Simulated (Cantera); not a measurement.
## Catalytic stagnation flow on Pt

A jet of 3.61 % H₂, 10.1 % O₂, 86.3 % N₂, equivalence ratio 0.18 at 300 K and 0.0700 bar hits a platinum plate 6.4 cm away at a mass flux of 0.026 kg/m²/s; the plate temperature is set and raised in steps from an oxygen-covered start.

Model: Deutschmann's 1995 Pt surface mechanism with GRI-Mech 3.0 gas chemistry, integrated in Cantera. Catalytic surfaces can have several steady states; this one follows from the mechanism file's or the stated starting coverage.

```csv
plate T (K),wall x H₂,wall x O₂,wall x H₂O,wall x OH,θ free Pt,θ O*,θ OH*
600,0.00244,0.0647,0.0651,<1e-8,0.0620,0.931,0.00704
650,0.00242,0.0647,0.0647,<1e-8,0.0654,0.930,0.00473
700,0.00231,0.0647,0.0646,<1e-8,0.0719,0.925,0.00341
750,0.00194,0.0644,0.0649,<1e-8,0.0900,0.907,0.00275
800,0.00145,0.0640,0.0655,<1e-8,0.127,0.870,0.00242
```
x: mole fraction at the wall; θ: surface coverage.
